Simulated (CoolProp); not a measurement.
A single-stage vapour-compression cycle with R1336mzz(Z): evaporating at 307.15 K (dew point), condensing at 369.15 K (bubble point), superheat 0 K, subcooling 8 K, compressor efficiency 0.85, no pressure losses. Each further row changes one setting.

Model: reference Helmholtz-energy equation of state, McLinden 2020, in CoolProp.

```json
[
 {"case": "as stated", "cooling COP": "[?]", "pressure ratio": "6.22", "discharge temperature (K)": "369.1", "refrigerating effect (kJ/kg)": "94.0", "volumetric capacity (kJ/m³)": "659"},
 {"case": "evaporating temperature 312.15 K", "cooling COP": "[?]", "pressure ratio": "[?]", "discharge temperature (K)": "369.1", "refrigerating effect (kJ/kg)": "97.9", "volumetric capacity (kJ/m³)": "[?]"},
 {"case": "condensing temperature 364.15 K", "cooling COP": "3.50", "pressure ratio": "5.51", "discharge temperature (K)": "364.1", "refrigerating effect (kJ/kg)": "101", "volumetric capacity (kJ/m³)": "707"},
 {"case": "subcooling 13 K", "cooling COP": "[?]", "pressure ratio": "6.22", "discharge temperature (K)": "369.1", "refrigerating effect (kJ/kg)": "101", "volumetric capacity (kJ/m³)": "707"},
 {"case": "superheat 10 K", "cooling COP": "[?]", "pressure ratio": "6.22", "discharge temperature (K)": "369.1", "refrigerating effect (kJ/kg)": "[?]", "volumetric capacity (kJ/m³)": "695"},
 {"case": "compressor efficiency 0.75", "cooling COP": "[?]", "pressure ratio": "6.22", "discharge temperature (K)": "369.1", "refrigerating effect (kJ/kg)": "94.0", "volumetric capacity (kJ/m³)": "659"}
]
```

Question: Fill in the missing entries.

Answer: 
- as stated, cooling COP: 3.06
- evaporating temperature 312.15 K, cooling COP: 3.52
- evaporating temperature 312.15 K, pressure ratio: 5.20
- evaporating temperature 312.15 K, volumetric capacity (kJ/m³): 814
- subcooling 13 K, cooling COP: 3.29
- superheat 10 K, cooling COP: 3.16
- superheat 10 K, refrigerating effect (kJ/kg): 103
- compressor efficiency 0.75, cooling COP: 2.70

The compression ends wet for: as stated; evaporating temperature 312.15 K; condensing temperature 364.15 K; subcooling 13 K; superheat 10 K; compressor efficiency 0.75.
